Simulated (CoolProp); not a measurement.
A closed Brayton cycle with carbon dioxide: compressor inlet 314.15 K and 9.3 MPa, high pressure 32 MPa, turbine inlet 955 K, compressor efficiency 0.89, turbine efficiency 0.9, recuperator effectiveness 0 (on enthalpy, no pinch check). Each further row changes one setting.

Values from CoolProp's reference Helmholtz-energy equation of state, Span 1996.

```
case                           thermal efficiency (%)  net work (kJ/kg)  compressor to turbine work  compressor exit (K)  turbine exit (K)
-----------------------------  ----------------------  ----------------  --------------------------  -------------------  ----------------
as stated                                        18.1               147                        0.22                369.0             794.0
turbine inlet 905 K                              18.1               137                        0.23                369.0             749.4
compressor inlet 324.15 K                        17.8               130                        0.31                414.5             794.0
high pressure 27.2 MPa                           16.0               132                        0.20                361.1             814.3
recuperator effectiveness 0.5                    26.1               147                        0.22                369.0             794.0
```
